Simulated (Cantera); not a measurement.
Thermodynamics of roasting and sulfation, feed FeS + SO3 + H2O

Feed: 1 mol FeS, 1.1 mol SO3, 5.9 mol H2O, at 475 °C and 6.10 bar.

Cantera equilibrium calculation (NASA polynomials, part measured and part estimated; ideal gas, pure solids and liquids). Candidate condensed phases: Fe, FeO, Fe(OH)2, Fe(OH)3, FeS, FeSO4, FeS2, Fe2O3, Fe2(SO4)3, Fe3O4, H2O, H2SO4, S; 22 gas species. Equilibrium is a limit: real reactors are often held back by kinetics, nucleation or transport.

The x(H2O) is 0.821 and the x(SO2) comes out as 0.176. The x(H2S) is 0.00238 and the x(S2) is 6.66e-5. The x(S2O) comes out as 3.33e-5. The x(H2) comes out as 2.34e-5 and the n(FeS2(s)) comes out as 0.409 mol. The n(Fe3O4(s)) is 0.197 mol and the gas amount is 7.165 mol. The log10 activity of S(l) (absent) is -1.12 and the log10 activity of FeSO4(s) (absent) comes out as -1.15. The log10 activity of Fe(OH)2(s) (absent) is -4.67.
